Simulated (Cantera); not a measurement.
Equilibrium for hydrogen reduction and annealing atmospheres: Cu₂O + H₂ + N₂

Feed: 1 mol Cu₂O, 3.3 mol H₂, 0.42 mol N₂, equilibrated at 0.278 Torr.

Equilibrium computed with Cantera from the NASA thermochemical tables; the gas is ideal and each condensed phase is pure. Candidate condensed phases: Cu, CuO, Cu(OH)₂, Cu₂O, H₂O; 27 gas species. The numbers say what is thermodynamically allowed, not how fast it happens.

From 775 °C to 1075 °C the condensed part is Cu(s). From 1125 °C to 1375 °C the condensed part is Cu(l). The main Cu-bearing gas is Cu throughout.

| T (°C) | x H₂ | x H₂O | x Cu | x N₂ | x H | n Cu(s) | n Cu(l) |
|---|---|---|---|---|---|---|---|
| 775 | 0.618 | 0.269 | 2.64e-7 | 0.113 | 3.16e-7 | 2.00 | 0 |
| 825 | 0.618 | 0.269 | 1.51e-6 | 0.113 | 1.01e-6 | 2.00 | 0 |
| 875 | 0.618 | 0.269 | 7.35e-6 | 0.113 | 2.93e-6 | 2.00 | 0 |
| 925 | 0.618 | 0.269 | 3.14e-5 | 0.113 | 7.77e-6 | 2.00 | 0 |
| 975 | 0.618 | 0.269 | 0.000119 | 0.113 | 1.91e-5 | 2.00 | 0 |
| 1025 | 0.618 | 0.269 | 0.000407 | 0.113 | 4.38e-5 | 2.00 | 0 |
| 1075 | 0.617 | 0.268 | 0.00127 | 0.113 | 9.45e-5 | 2.00 | 0 |
| 1125 | 0.616 | 0.268 | 0.00351 | 0.112 | 0.000193 | 0 | 1.99 |
| 1175 | 0.612 | 0.266 | 0.00896 | 0.112 | 0.000375 | 0 | 1.97 |
| 1225 | 0.604 | 0.263 | 0.0215 | 0.110 | 0.000695 | 0 | 1.92 |
| 1275 | 0.587 | 0.256 | 0.0486 | 0.107 | 0.00123 | 0 | 1.81 |
| 1325 | 0.552 | 0.240 | 0.104 | 0.101 | 0.00206 | 0 | 1.57 |
| 1375 | 0.484 | 0.211 | 0.213 | 0.0886 | 0.00322 | 0 | 0.986 |
x: gas mole fraction; n: condensed amount in mol.
